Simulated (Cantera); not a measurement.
A Cantera script and its output.

```python
import numpy as np
import cantera as ct

gas = ct.Solution("gri30.yaml")
gas.TPX = 1225, 2800000, {'CH4': 1, 'C2H6': 0.058, 'O2': 2.56, 'N2': 9.63}
reactor = ct.IdealGasConstPressureReactor(gas, energy="on", clone=False)
net = ct.ReactorNet([reactor])
net.rtol, net.atol = 1e-08, 1e-16
show = ['CH4', 'C2H6', 'O2', 'CH2', 'C2H', 'C2H4']
times = np.geomspace(1e-06, 5, 12)

steps = ct.SolutionArray(gas, extra=["t"])
rows = []
print(f"{'t/s':>10s}{'T/K':>9s}{'P/Pa':>11s}" + "".join(f"{s:>11s}" for s in show))
for t in times:
    while net.time < t:
        t_next = net.step()
        steps.append(gas.state, t=t_next)
    rows.append([np.interp(t, steps.t, y) for y in (steps.T, steps.P, *steps(*show).X.T)])
    print(f"{t:10.3e}{rows[-1][0]:9.1f}{rows[-1][1]:11.4g}" + "".join(f"{x:11.3e}" for x in rows[-1][2:]))
rate = np.gradient(steps.T, steps.t)
print("integrator steps:", len(steps.t))
if steps.T.max() > steps.T[0] + 200:
    print(f"time of steepest temperature rise: {steps.t[rate.argmax()]:.4e} s")
gas.TPX = 1225, 2800000, {'CH4': 1, 'C2H6': 0.058, 'O2': 2.56, 'N2': 9.63}
gas.equilibrate("HP")
print(f"equilibrium (HP): T = {gas.T:.1f} K  " + "  ".join(f"{s} {gas[s].X[0]:.3e}" for s in show))
```

Output:

```
       t/s      T/K       P/Pa        CH4       C2H6         O2        CH2        C2H       C2H4
 1.000e-06   1225.0    2.8e+06  7.548e-02  4.378e-03  1.932e-01  3.934e-17  4.011e-29  9.372e-10
 4.064e-06   1225.0    2.8e+06  7.548e-02  4.378e-03  1.932e-01  6.626e-16  1.592e-26  1.648e-08
 1.652e-05   1225.0    2.8e+06  7.548e-02  4.377e-03  1.932e-01  1.259e-14  1.107e-23  2.857e-07
 6.714e-05   1225.1    2.8e+06  7.547e-02  4.371e-03  1.932e-01  5.622e-13  4.003e-20  6.626e-06
 2.729e-04   1231.3    2.8e+06  7.449e-02  4.197e-03  1.922e-01  4.890e-11  1.295e-15  2.916e-04
 1.109e-03   2724.2    2.8e+06  1.534e-15  3.898e-29  2.549e-02  2.244e-15  9.428e-21  1.102e-23
 4.508e-03   2721.8    2.8e+06  1.554e-15  3.981e-29  2.489e-02  2.222e-15  9.293e-21  1.114e-23
 1.832e-02   2721.8    2.8e+06  1.554e-15  3.981e-29  2.489e-02  2.222e-15  9.293e-21  1.114e-23
 7.447e-02   2721.8    2.8e+06  1.554e-15  3.981e-29  2.489e-02  2.222e-15  9.293e-21  1.114e-23
 3.027e-01   2721.8    2.8e+06  1.554e-15  3.981e-29  2.489e-02  2.222e-15  9.293e-21  1.114e-23
 1.230e+00   2721.8    2.8e+06  1.554e-15  3.981e-29  2.489e-02  2.222e-15  9.293e-21  1.114e-23
 5.000e+00   2721.8    2.8e+06  1.554e-15  3.981e-29  2.489e-02  2.222e-15  9.293e-21  1.114e-23
integrator steps: 2167
time of steepest temperature rise: 4.6684e-04 s
equilibrium (HP): T = 2721.8 K  CH4 2.013e-15  C2H6 5.826e-29  O2 2.489e-02  CH2 2.723e-15  C2H 1.018e-20  C2H4 1.259e-23
```

Computed with Cantera and GRI-Mech 3.0 (53 species, 325 reactions). The pressure lies above the range GRI-Mech 3.0 was tuned for (to about 10 atm).
